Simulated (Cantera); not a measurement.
A closed system holds: 1 mol Si2Cl6, 0.1 mol HCl, 36 mol H2, held at 1000 Pa.

Method: chemical equilibrium by Gibbs-energy minimisation in Cantera with the NASA 1993 tables (ideal gas, pure condensed phases). Candidate condensed phases: Si; 19 gas species. The feed counts by its element totals alone. Gases not in the tables: Si2H6 and higher silanes. Equilibrium is a limit: real reactors are often held back by kinetics, nucleation or transport.

Problem. Which condensed phases are stable at each of these points (T (K)): 1500, 1525, 1550, 1575, 1600, 1625, 1650, 1675, 1700, 1725?

Solution. 
```csv
T (K),condensed phases,Si condensed (%)
1500,Si(s),38.0
1525,Si(s),37.6
1550,Si(s),37.1
1575,Si(s),36.7
1600,Si(s),36.3
1625,Si(s),35.8
1650,Si(s),35.4
1675,Si(s),35.0
1700,Si(l),35.1
1725,Si(l),36.0
```

From 1500 K to 1675 K the condensed part is Si(s). From 1700 K to 1725 K the condensed part is Si(l).
